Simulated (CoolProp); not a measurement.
Vapour-liquid equilibrium of CH2F2 (R32) (1) + R142b (2) at 81.1 kPa; x and y are mole fractions of (1).

Values from CoolProp's multi-fluid Helmholtz-energy mixture model, Tillner-Roth 1997 and Lemmon 2006; pair parameters Bell 2016.

```tsv
x	bubble temperature, mixture model (°C)	bubble temperature, Raoult's law (°C)	y, mixture model	y, Raoult's law
0.05	-21.3	-19.9	0.286	0.251
0.15	-31.5	-28.2	0.602	0.544
0.25	-38.5	-34.3	0.752	0.703
0.35	-43.3	-39.1	0.831	0.799
0.45	-46.7	-42.9	0.877	0.862
0.55	-49.2	-46.1	0.907	0.906
0.65	-51.0	-48.8	0.929	0.938
0.75	-52.5	-51.1	0.948	0.961
0.85	-53.9	-53.2	0.966	0.980
0.95	-55.2	-55.1	0.987	0.994
```

The largest gap from Raoult's law is -4.2 K in bubble temperature, at x = 0.35. No azeotrope shows between x = 0.05 and 0.95.

The pair parameters rest on a limited set of measurements; away from them the model extrapolates.
